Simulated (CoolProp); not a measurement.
A simple Rankine cycle with n-perfluorohexane: condensing at 314.15 K, boiler at 0.214 MPa, turbine inlet 359.3 K, turbine efficiency 0.6, pump efficiency 0.6, no recuperator. Each further row changes one setting.

Values from CoolProp's reference Helmholtz-energy equation of state, Gao 2022.

| case | thermal efficiency (%) | net work (kJ/kg) | heat in (kJ/kg) | turbine exit temperature (K) | volume ratio over the turbine |
|---|---|---|---|---|---|
| as stated | 5.0 | (withheld) | 126 | 349.5 | 3.98 |
| turbine inlet 379.3 K | 4.7 | 6.78 | 145 | (withheld) | 3.92 |
| condensing temperature 306.15 K | 5.9 | 7.89 | 135 | 347.5 | 5.47 |
| boiler pressure 0.15 MPa | 3.7 | 4.76 | 127 | 352.4 | 2.72 |
| turbine efficiency 0.5 | (withheld) | 5.25 | 126 | 350.7 | 3.99 |

Task: Some entries are withheld; supply them.

Result: 
- as stated, net work (kJ/kg): 6.34
- turbine inlet 379.3 K, turbine exit temperature (K): 369.6
- turbine efficiency 0.5, thermal efficiency (%): 4.2
